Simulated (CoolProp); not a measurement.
Model: reference Helmholtz-energy equation of state, Akasaka 2015, in CoolProp.

Task: For R245fa, give the phase and the density (kg/m³), Joule-Thomson coefficient (K/MPa), viscosity (µPa s) at -96.75 °C and 0.207 MPa; 53.85 °C and 0.207 MPa.

Result: 
- -96.75 °C and 0.207 MPa: liquid; density 1630, Joule-Thomson coefficient -0.411, viscosity 3550
- 53.85 °C and 0.207 MPa: gas; density 10.8, Joule-Thomson coefficient 22.5, viscosity 13.0

Viscosity comes from a separate model (Bell 2016), an estimate that may be off by 10 % or more.
